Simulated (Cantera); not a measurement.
Cantera run, input and output.

```python
import numpy as np
import cantera as ct

gas = ct.Solution("gri30.yaml")
gas.TPX = 425, 86000, {'CH4': 1, 'H2': 0.26, 'O2': 2.51, 'N2': 9.42}
inlet = ct.Reservoir(gas, clone=True)
gas.equilibrate("HP")  # start burning
reactor = ct.IdealGasConstPressureReactor(gas, energy="on", clone=False)
exhaust = ct.Reservoir(gas, clone=True)
tau = [0.23, 0.1, 0.044, 0.019, 0.0085, 0.0037, 0.0016, 0.00072, 0.00032, 0.00014, 6.1e-05][0]
for a, b in ((inlet, reactor), (reactor, exhaust)):
    ct.MassFlowController(a, b, mdot=lambda t: reactor.mass / tau)
net = ct.ReactorNet([reactor])
show = ['CH4', 'H2', 'O2', 'C2H4', 'CH2O', 'CH2']

rows = []
print(f"{'tau/s':>10s}{'T/K':>9s}" + "".join(f"{s:>11s}" for s in show))
for tau in [0.23, 0.1, 0.044, 0.019, 0.0085, 0.0037, 0.0016, 0.00072, 0.00032, 0.00014, 6.1e-05]:
    net.initial_time = 0.0
    net.advance(30 * tau)
    before = gas.X
    net.advance(40 * tau)
    drift = np.max(np.abs(gas.X - before) / (gas.X + 1e-9))
    rows.append([gas.T, *gas[show].X, drift])
    print(f"{tau:10.3e}{gas.T:9.1f}" + "".join(f"{x:11.3e}" for x in gas[show].X))
```

It prints:

```
     tau/s      T/K        CH4         H2         O2       C2H4       CH2O        CH2
 2.300e-01   2156.4  1.674e-06  1.098e-03  2.902e-02  4.091e-11  2.688e-07  4.508e-08
 1.000e-01   2152.1  3.504e-06  1.262e-03  2.946e-02  1.674e-10  5.690e-07  9.754e-08
 4.400e-02   2142.2  6.844e-06  1.587e-03  2.999e-02  5.613e-10  1.123e-06  1.979e-07
 1.900e-02   2123.1  1.275e-05  2.197e-03  3.077e-02  1.562e-09  2.097e-06  3.778e-07
 8.500e-03   2093.8  2.235e-05  3.132e-03  3.190e-02  3.569e-09  3.618e-06  6.491e-07
 3.700e-03   2050.9  3.991e-05  4.493e-03  3.351e-02  7.892e-09  6.200e-06  1.060e-06
 1.600e-03   1994.8  7.375e-05  6.222e-03  3.561e-02  1.818e-08  1.071e-05  1.650e-06
 7.200e-04   1930.3  1.394e-04  8.078e-03  3.812e-02  4.492e-08  1.859e-05  2.466e-06
 3.200e-04   1855.2  2.884e-04  9.993e-03  4.146e-02  1.360e-07  3.462e-05  3.787e-06
 1.400e-04   1767.6  7.003e-04  1.190e-02  4.686e-02  5.958e-07  7.366e-05  6.457e-06
 6.100e-05    425.0  7.582e-02  1.971e-02  1.903e-01 -9.538e-18 -5.573e-17  2.677e-34
```

Detailed kinetics in Cantera: GRI-Mech 3.0 (53 species, 325 reactions).
